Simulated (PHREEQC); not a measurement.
## Alkaline etch or developer: speciation

Make-up at 20 °C: 0.0011 mol/kgw KOH and 7.2e-05 mol/kgw K2CO3. Closed to the air; pH follows from the charge balance.

Computed with PHREEQC (Pitzer model, pitzer.dat).

This is a speciation only: nothing precipitates in the calculation.

Problem. Predict the pH, ionic strength.

Solution. pH 11.19; ionic strength 0.00131 mol/kgw.

Problem. In which forms is C present?

Solution. CO3-2 88 %, HCO3- 12 % of the C.
